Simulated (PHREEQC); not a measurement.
A solution holds 23 mmol/kgw H2S and 0.22 mmol/kgw NaCl, at 20 °C and 300 atm. Closed to the air; pH follows from the charge balance.

The numbers come from PHREEQC with the ion-association model, phreeqc.dat.

```csv
quantity,before,after
pH,4.28,4.06
ionic strength (mol/kgw),0.000273,0.000309
HS- (mol/kgw),5.33e-5,8.87e-5
SI of Halite (NaCl),-8.95,-8.98
```

Q: Which change was made?
(A) H2S replaced by NaHS at the same molality
(B) H2S from 0.023 to 0.0253 mol/kgw
(C) temperature from 20 to 75 °C
(D) temperature from 20 to 25 °C
(E) NaCl from 0.00022 to 0.0011 mol/kgw

A: C, temperature from 20 to 75 °C

This is a speciation only: nothing precipitates in the calculation. Under pressure, the constants of complexes without a molar volume in the database are unreliable. Constants without temperature data keep their 25 °C values here.
